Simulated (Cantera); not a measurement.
Carbothermic reduction: MgO + C + CO

Feed: 1 mol MgO, 0.57 mol C, 0.16 mol CO, held at 1498.15 K.

Cantera equilibrium calculation (NASA polynomials, part measured and part estimated; ideal gas, pure solids and liquids). Candidate condensed phases: C, Mg, MgCO3, MgO; 15 gas species. Equilibrium is a limit: real reactors are often held back by kinetics, nucleation or transport.

From 10.0 Pa to 42.0 Pa the condensed part is MgO(s). From 180 Pa to 1000000 Pa the condensed part is C(graphite) + MgO(s).

```json
[
 {"P (Pa)": "10", "x CO": "0.562", "x Mg": "0.438", "x CO2": "4.75e-6", "x Mg2": "5.03e-9", "n MgO(s)": "0.430", "n C(graphite)": "0"},
 {"P (Pa)": "42", "x CO": "0.562", "x Mg": "0.438", "x CO2": "1.13e-6", "x Mg2": "2.11e-8", "n MgO(s)": "0.430", "n C(graphite)": "0"},
 {"P (Pa)": "180", "x CO": "0.783", "x Mg": "0.217", "x CO2": "7.45e-7", "x Mg2": "2.21e-8", "n MgO(s)": "0.939", "n C(graphite)": "0.509"},
 {"P (Pa)": "750", "x CO": "0.990", "x Mg": "0.00987", "x CO2": "4.96e-6", "x Mg2": "1.91e-10", "n MgO(s)": "0.998", "n C(graphite)": "0.568"},
 {"P (Pa)": "3200", "x CO": "0.999", "x Mg": "0.000537", "x CO2": "2.16e-5", "x Mg2": "2.42e-12", "n MgO(s)": "1.000", "n C(graphite)": "0.570"},
 {"P (Pa)": "13000", "x CO": "1.000", "x Mg": "3.25e-5", "x CO2": "8.77e-5", "x Mg2": "<1e-12", "n MgO(s)": "1.000", "n C(graphite)": "0.570"},
 {"P (Pa)": "56000", "x CO": "1.000", "x Mg": "1.75e-6", "x CO2": "0.000378", "x Mg2": "<1e-12", "n MgO(s)": "1.00", "n C(graphite)": "0.570"},
 {"P (Pa)": "240000", "x CO": "0.998", "x Mg": "9.56e-8", "x CO2": "0.00161", "x Mg2": "<1e-12", "n MgO(s)": "1.00", "n C(graphite)": "0.570"},
 {"P (Pa)": "1000000", "x CO": "0.993", "x Mg": "5.53e-9", "x CO2": "0.00666", "x Mg2": "<1e-12", "n MgO(s)": "1.00", "n C(graphite)": "0.571"}
]
```
x: gas mole fraction; n: condensed amount in mol.
